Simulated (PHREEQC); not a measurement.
NaOH is added in steps, without added water, to 1 kg of water holding 0.0018 mol ZnCl2, 0.00023 mol H3BO3 and 0.00025 mol NiCl2, at 25 °C. Oxygen is held at 0.21 atm. CO2 from the air is kept out. Solids allowed: Zn(OH)2-e, Zn5(OH)8Cl2, Ni(OH)2, Halite. Others were left out.

Base run: PHREEQC, ion-association model, wateq4f.dat. Each further column changes one thing. The table gives pH.

```csv
NaOH added (mol),base,diluted 2-fold with water,0.00058 mol/kgw Ca(OH)2 added,no solid may form
0,5.88,6.02,7.28,5.88
0.001025,7.27,7.49,7.37,8.27
0.00205,7.35,8.39,7.53,8.57
0.002563,7.41,___,7.72,8.71
0.003587,7.65,11.12,___,9.19
0.004613,10.44,11.36,11.12,10.26
0.005638,11.08,11.50,11.35,___
0.00615,11.22,11.56,11.43,___
0.007175,11.41,11.66,11.56,11.25
0.0082,11.54,11.74,11.65,11.40
```

Task: Fill in the missing entries.

Result: 
- 0.002563, diluted 2-fold with water: 10.58
- 0.003587, 0.00058 mol/kgw Ca(OH)2 added: 10.59
- 0.005638, no solid may form: 10.88
- 0.00615, no solid may form: 11.04

The database's Ni(OH)2 is the aged solid; a fresh precipitate is more soluble. In at least one series the solution becomes supersaturated in solids that the run did not let form, among them Zn(OH)2-e, Zn5(OH)8Cl2, Ni(OH)2. Solids allowed in the column '0.00058 mol/kgw Ca(OH)2 added': Portlandite, Zn(OH)2-e, Zn5(OH)8Cl2, Ni(OH)2, Halite.
